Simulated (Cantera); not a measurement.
**Calcination and drying: MgSO4 + C + CO2**

Charge: 1 mol MgSO4, 0.12 mol C, 0.065 mol CO2, equilibrated at 0.190 bar.

Equilibrium computed with Cantera from the NASA thermochemical tables; the gas is ideal and each condensed phase is pure. Candidate condensed phases: C, Mg, MgCO3, MgO, MgS, MgSO4, S; 26 gas species. Kinetics and transport are ignored.

From 1800 K to 2075 K the condensed part is MgO(s).

```csv
T (K),x SO2,x O2,x CO2,x SO3,x O,x CO,x SO,n MgO(s)
1800,0.638,0.242,0.118,0.00144,0.000137,0.000113,5.89e-5,1.00
1825,0.638,0.242,0.118,0.00132,0.000174,0.000146,7.76e-5,1.00
1850,0.638,0.242,0.118,0.00121,0.000218,0.000187,0.000102,1.00
1875,0.638,0.242,0.118,0.00112,0.000272,0.000238,0.000132,1.00
1900,0.638,0.242,0.118,0.00103,0.000337,0.000301,0.000170,1.00
1925,0.638,0.242,0.118,0.000957,0.000416,0.000378,0.000218,1.00
1950,0.638,0.242,0.118,0.000888,0.000510,0.000472,0.000277,1.00
1975,0.638,0.242,0.118,0.000825,0.000622,0.000586,0.000351,1.00
2000,0.637,0.242,0.117,0.000769,0.000756,0.000723,0.000441,1.00
2025,0.637,0.243,0.117,0.000717,0.000914,0.000888,0.000551,1.000
2050,0.637,0.243,0.117,0.000670,0.00110,0.00108,0.000686,1.000
2075,0.637,0.243,0.117,0.000627,0.00132,0.00131,0.000848,1.000
```
x: gas mole fraction; n: condensed amount in mol.
